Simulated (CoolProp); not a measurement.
Vapour-liquid equilibrium of hydrogen sulfide (1) + propane (2) at -27.75 °C; x and y are mole fractions of (1).

Model: multi-fluid Helmholtz-energy mixture model, Lemmon 2006 and Lemmon 2009; pair parameters Kunz 2012, in CoolProp.

| x | bubble pressure, mixture model (kPa) | bubble pressure, Raoult's law (kPa) | y, mixture model | y, Raoult's law |
|---|---|---|---|---|
| 0.05 | 234.3 | 194.8 | 0.243 | 0.106 |
| 0.15 | 310.3 | 217.9 | 0.467 | 0.285 |
| 0.25 | 360.5 | 241.0 | 0.573 | 0.430 |
| 0.35 | 393.4 | 264.1 | 0.635 | 0.549 |
| 0.45 | 415.1 | 287.2 | 0.678 | 0.649 |
| 0.55 | 429.4 | 310.3 | 0.712 | 0.734 |
| 0.65 | 438.9 | 333.4 | 0.743 | 0.808 |
| 0.75 | 444.3 | 356.5 | 0.778 | 0.872 |
| 0.85 | 444.1 | 379.6 | 0.829 | 0.928 |
| 0.95 | 431.2 | 402.7 | 0.919 | 0.977 |

The largest gap from Raoult's law is +49.6 % in bubble pressure, at x = 0.25. y crosses x between x = 0.75 and 0.85: the model has an azeotrope there.

The pair parameters rest on a limited set of measurements; away from them the model extrapolates.
